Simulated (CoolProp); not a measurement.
n-nonane along the isobar 1.01 bar: density (kg/m³) from the reference equation and from simpler models built on Tc = 594.5 K, pc = 22.82 bar, ω = 0.443; each cubic takes its own stable root.

Computed with CoolProp (reference Helmholtz-energy equation of state, Lemmon 2006). It is a short technical equation, of lower accuracy than the large ones.

```json
[
 {"T (K)": "383.3", "phase": "liquid", "reference": "644.9", "Redlich-Kwong": "517.3", "Peng-Robinson": "621.0"},
 {"T (K)": "414.3", "phase": "liquid", "reference": "617.8", "Redlich-Kwong": "3.928", "Peng-Robinson": "595.7"},
 {"T (K)": "445.2", "phase": "gas", "reference": "3.675", "Redlich-Kwong": "3.626", "Peng-Robinson": "3.658"},
 {"T (K)": "476.2", "phase": "gas", "reference": "3.396", "Redlich-Kwong": "3.369", "Peng-Robinson": "3.391"},
 {"T (K)": "507.1", "phase": "gas", "reference": "3.163", "Redlich-Kwong": "3.148", "Peng-Robinson": "3.163"},
 {"T (K)": "538.1", "phase": "gas", "reference": "2.963", "Redlich-Kwong": "2.955", "Peng-Robinson": "2.966"},
 {"T (K)": "569", "phase": "gas", "reference": "2.790", "Redlich-Kwong": "2.786", "Peng-Robinson": "2.793"},
 {"T (K)": "600", "phase": "gas", "reference": "2.636", "Redlich-Kwong": "2.636", "Peng-Robinson": "2.640"}
]
```

At some of these states Redlich-Kwong gives the other phase, because its saturation line lies elsewhere.
